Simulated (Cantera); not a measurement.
## Adiabatic ignition

An adiabatic, constant-pressure homogeneous reactor starts with CO : H₂ : CH₄ : O₂ : N₂ = 1 : 0.035 : 0.26 : 1.79 : 6.73 (molar parts), equivalence ratio 0.58, at 1750 K and 3750 Torr.

Cantera simulation using GRI-Mech 3.0 (53 species, 325 reactions); the numbers are that mechanism's predictions, not measurements.

```csv
t (s),T (K),x CO,x H₂,x CH₄,x C₂H₄,x C₂H₂,x H
6.00e-6,1750,0.102,0.00357,0.0263,8.09e-7,1.06e-9,2.39e-6
1.34e-5,1756,0.102,0.00369,0.0247,4.97e-5,3.06e-7,2.56e-5
2.98e-5,2423,0.0503,0.00379,<1e-12,<1e-12,<1e-12,0.00740
6.64e-5,2744,0.0273,0.00181,<1e-12,<1e-12,<1e-12,0.00176
0.000148,2780,0.0237,0.00158,<1e-12,<1e-12,<1e-12,0.00137
0.000329,2775,0.0234,0.00156,<1e-12,<1e-12,<1e-12,0.00134
0.000734,2767,0.0231,0.00155,<1e-12,<1e-12,<1e-12,0.00129
0.00164,2761,0.0229,0.00154,<1e-12,<1e-12,<1e-12,0.00126
0.00364,2759,0.0228,0.00154,<1e-12,<1e-12,<1e-12,0.00125
0.00812,2759,0.0228,0.00154,<1e-12,<1e-12,<1e-12,0.00125
0.0181,2759,0.0228,0.00154,<1e-12,<1e-12,<1e-12,0.00125
0.0403,2759,0.0228,0.00154,<1e-12,<1e-12,<1e-12,0.00125
0.0898,2759,0.0228,0.00154,<1e-12,<1e-12,<1e-12,0.00125
0.200,2759,0.0228,0.00154,<1e-12,<1e-12,<1e-12,0.00125
```
x: mole fraction; the columns are a selection and need not sum to one.

The time of steepest temperature rise is 21.4 µs and the temperature at 0.200 s is 2759 K. The equilibrium temperature is 2759 K. The x(CO) at 0.200 s comes out as 0.0228 (gas-phase equilibrium 0.0228) and the x(H₂) at 0.200 s is 0.00154 (gas-phase equilibrium 0.00154). The x(CH₄) at 0.200 s comes out as <1e-12 (gas-phase equilibrium <1e-12).
